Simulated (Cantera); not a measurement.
Input: 1 mol NiS, 6.1 mol H₂, 0.77 mol N₂, held at 1748 K and 0.465 Torr.

Cantera equilibrium calculation (NASA polynomials, part measured and part estimated; ideal gas, pure solids and liquids). Candidate condensed phases: Ni, NiS, NiS₂, Ni₃S₂, Ni₃S₄, S; 17 gas species. Equilibrium is a limit: real reactors are often held back by kinetics, nucleation or transport.

Task: What is the equilibrium state?

Result: 
| Quantity | Result |
|---|---|
| x(H₂) | 0.802 |
| x(N₂) | 0.103 |
| x(S₂) | 0.0563 |
| x(Ni) | 0.00963 |
| x(H) | 0.00822 |
| x(SH) | 0.00800 |
| x(H₂S) | 0.00614 |
| x(S) | 0.00459 |
| x(NiS) | 0.00242 |
| n(Ni(l)) | 0.910 mol |
| gas amount | 7.476 mol |
| log10 activity of NiS(l) (absent) | -1.42 |
| log10 activity of S(l) (absent) | -3.65 |
| log10 activity of NiS₂(l) (absent) | -5.15 |
